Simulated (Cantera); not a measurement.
An adiabatic, constant-volume homogeneous reactor starts with CO : H₂ : CH₄ : O₂ : N₂ = 1 : 0.051 : 0.84 : 2.94 : 11.1 (molar parts), at 998 K and 4.93 atm.

Computed with Cantera and GRI-Mech 3.0 (53 species, 325 reactions). Below about 1000 K GRI-Mech 3.0 lacks low-temperature oxidation paths.

**Question.** Predict: time of steepest temperature rise; temperature at 2.00 s; equilibrium temperature; x(CO) at 2.00 s; x(H₂) at 2.00 s; x(H₂O₂) at 2.00 s; x(NO) at 2.00 s.

**Answer.** 
| Quantity | Value |
|---|---|
| time of steepest temperature rise | 88.7 ms |
| temperature at 2.00 s | 2719 K |
| equilibrium temperature | 2719 K |
| x(CO) at 2.00 s | 0.0144 (gas-phase equilibrium 0.0144) |
| x(H₂) at 2.00 s | 0.00213 (gas-phase equilibrium 0.00213) |
| x(H₂O₂) at 2.00 s | 8.69e-7 (gas-phase equilibrium 8.69e-7) |
| x(NO) at 2.00 s | 0.0143 (gas-phase equilibrium 0.0143) |
